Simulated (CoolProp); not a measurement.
Saturation properties of propane.

Values from CoolProp's reference Helmholtz-energy equation of state, Lemmon 2009.

```
T (K)   p (MPa)  liquid density (kg/m³)  vapour Z  liquid viscosity (µPa s)  liquid conductivity (mW/(m K))
-----  --------  ----------------------  --------  ------------------------  ------------------------------
166.6  0.001618                   650.5    0.9983                       475                             169
178.2  0.004397                   638.5    0.9964                       393                             162
189.7   0.01033                   626.4    0.9930                       332                             155
201.3   0.02185                   614.0       ___                       ___                             147
212.8   0.04191                   601.5    0.9802                       245                             140
224.4   0.07488                   588.5    0.9699                       213                             133
236      0.1255                   575.1    0.9566                       186                             127
247.5    0.1985                   561.4    0.9400                       164                             120
259.1       ___                   547.0    0.9197                       ___                             114
270.6    0.4386                   532.0    0.8958                       129                             ___
282.2    0.6197                     ___    0.8676                       114                             102
293.7    0.8486                   499.2    0.8352                       102                            96.0
305.3     1.137                   480.9    0.7976                      90.1                            90.6
```

### Question
Complete the blanks.

### Answer

- 201.3, vapour Z: 0.9877
- 201.3, liquid viscosity (µPa s): 283
- 259.1, p (MPa): 0.3013
- 259.1, liquid viscosity (µPa s): 145
- 270.6, liquid conductivity (mW/(m K)): 107
- 282.2, liquid density (kg/m³): 516.1

It boils at 231.0 K under 1 atm.

Viscosity comes from a separate model (Vogel 1998). Thermal conductivity comes from a separate model (Marsh 2002).
